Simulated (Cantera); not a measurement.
A freely propagating, adiabatic, planar premixed flame of 54.9 % H2, 9.45 % O2, 35.6 % N2, equivalence ratio 2.9, unburnt at 450 K and 1.01 bar; mixture-averaged transport, grid criteria slope 0.08 and curve 0.16, no radiation.

Cantera simulation using the H2/O2 subset of GRI-Mech 3.0, which has no nitrogen chemistry; the numbers are that mechanism's predictions, not measurements. Burning velocities carry a grid error of a few per cent, more on coarse grids.

### Question
Predict: laminar burning velocity; thermal thickness; peak x(O); peak x(OH); peak x(H2O2); peak x(HO2).

### Answer
- laminar burning velocity = 466 cm/s
- thermal thickness = 0.428 mm
- peak x(O) = 0.00139
- peak x(OH) = 0.00118
- peak x(H2O2) = 2.66e-5
- peak x(HO2) = 0.000322
